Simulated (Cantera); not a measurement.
Charge: 1 mol Cr, 9.4 mol NH3, 4.2 mol N2, 0.077 mol H2O, held at 3.40 bar.

These are equilibrium values from Cantera (NASA tables, ideal gas, pure condensed phases), not measurements of a reactor. Candidate condensed phases: Cr, CrN, Cr2N, Cr2O3, H2O; 29 gas species. Mutual solubility and eutectic melting of coexisting phases are not modelled. Kinetics and transport are ignored.

Question: At 1023 K, list the 4 most abundant gas species with their mole fractions, and the condensed phases.

Answer: H2 0.627, N2 0.373, NH3 0.000516, H2O 0.000155. Condensed: CrN(s) + Cr2O3(s).
